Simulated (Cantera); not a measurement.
An isothermal, constant-pressure homogeneous reactor starts with 0.990 % CH4, 99.0 % H2, 0.0376 % N2, at 1923 K and 0.133 bar.

Detailed kinetics in Cantera: GRI-Mech 3.0 (53 species, 325 reactions). GRI-Mech 3.0 stops at C3 and has no aromatics, soot or wall deposition, so with more carbon than oxygen in the feed, carbon stays in small species such as C2H2 where larger ones or solid carbon would form.

One state of this run: x CH4 = 0.00391; x H2 = 0.990; x C2H2 = 0.00285; x C2H = 1.04e-7; x HCN = 1.82e-9; x CH2 = 6.03e-7; x H = 0.00253. x: mole fraction; the columns are a selection and need not sum to one.

Question: Which value of t (s) does it belong to?
(A) 0.262
(B) 0.0540
(C) 6.18
(D) 0.0111

Answer: B, 0.0540
